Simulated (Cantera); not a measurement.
Feed: 1 mol Al2O3, 60 mol H2, 35 mol N2, at 1327 °C.

Cantera equilibrium calculation (NASA polynomials, part measured and part estimated; ideal gas, pure solids and liquids). Candidate condensed phases: Al, AlN, Al2O3, H2O; 35 gas species. Mutual solubility and eutectic melting of coexisting phases are not modelled. Rates play no part.

### Question
Which condensed phases are stable at each of these points (P (Pa)): 10, 68, 460, 3200, 22000, 150000, 1000000?

### Answer
```csv
P (Pa),condensed phases,Al condensed (%)
10,Al2O3(s),99.9
68,Al2O3(s),100.0
460,Al2O3(s),100.0
3200,AlN(s) + Al2O3(s),100.0
22000,AlN(s) + Al2O3(s),100.0
150000,AlN(s) + Al2O3(s),100.0
1000000,AlN(s) + Al2O3(s),100.0
```

From 10.0 Pa to 4.60 mbar the condensed part is Al2O3(s). From 32.0 mbar to 10.0 bar the condensed part is AlN(s) + Al2O3(s).
